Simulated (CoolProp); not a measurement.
The numbers come from the reference Helmholtz-energy equation of state, Guder 2009 in CoolProp.

Problem. For sulfur hexafluoride, give the phase and the density (kg/m³), speed of sound (m/s), expansivity (1/kK), conductivity (mW/(m K)) at 339.3 K and 5450 kPa; 449.2 K and 5450 kPa; 581.1 K and 5450 kPa.

Solution. 
- 339.3 K and 5450 kPa: supercritical; density 720, speed of sound 93.3, expansivity 40.6, conductivity 37.3
- 449.2 K and 5450 kPa: supercritical; density 246, speed of sound 151, expansivity 3.87, conductivity 29.2
- 581.1 K and 5450 kPa: supercritical; density 170, speed of sound 186, expansivity 2.15, conductivity 38.9

Thermal conductivity comes from a separate model (Assael 2012).
